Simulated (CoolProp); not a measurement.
A single-stage vapour-compression cycle with R1336mzz(E): evaporating at 260.15 K (dew point), condensing at 287.15 K (bubble point), superheat 2 K, subcooling 2 K, compressor efficiency 0.9, no pressure losses. Each further row changes one setting.

The numbers come from the reference Helmholtz-energy equation of state, Akasaka 2023 in CoolProp.

| case | cooling COP | pressure ratio | discharge temperature (K) | refrigerating effect (kJ/kg) | volumetric capacity (kJ/m³) |
|---|---|---|---|---|---|
| as stated | 7.80 | 3.23 | 287.1 | 135 | 416 |
| evaporating temperature 265.15 K | 9.98 | 2.54 | 287.1 | 139 | 535 |
| condensing temperature 282.15 K | 9.82 | 2.66 | 282.3 | 141 | 435 |
| subcooling 7 K | 8.15 | 3.23 | 287.1 | 141 | 435 |
| superheat 12 K | 7.91 | 3.23 | 296.9 | 143 | 423 |
| compressor efficiency 0.8 | 6.93 | 3.23 | 289.2 | 135 | 416 |

The compression ends wet for: as stated; evaporating temperature 265.15 K; subcooling 7 K.
